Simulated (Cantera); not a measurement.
Feed: 1 mol Al2O3, 1.8 mol H2, at 1.33 mbar.

These are equilibrium values from Cantera (NASA tables, ideal gas, pure condensed phases), not measurements of a reactor. Candidate condensed phases: Al, Al2O3, H2O; 19 gas species. The tables' values for AlOH are old estimates; treat these amounts as uncertain. Kinetics and transport are ignored. All values below are at 1950 K.

Base state: H2 0.968, H 0.0309, H2O 0.000750, Al 0.000419, Al2O 5.10e-5, AlOH 2.64e-5 (mole fractions); condensed: Al2O3(s).

Problem. What changes in the equilibrium state with this change: 0.004 mol Cl2 added?

Solution. 
| species | before | after |
|---|---|---|
| H2 | 0.968 | 0.963 |
| H | 0.0309 | 0.0308 |
| HCl | 0 | 0.00339 |
| AlCl | 0 | 0.000890 |
| Cl | 0 | 8.13e-5 |
| Al2O | 5.10e-5 | 1.15e-5 |
| Al | 0.000419 | 0.000137 |
| H2O | 0.000750 | 0.00157 |
| Al2O3(s), mol | 0.999 | 0.999 |
Further candidate phases: AlCl3.
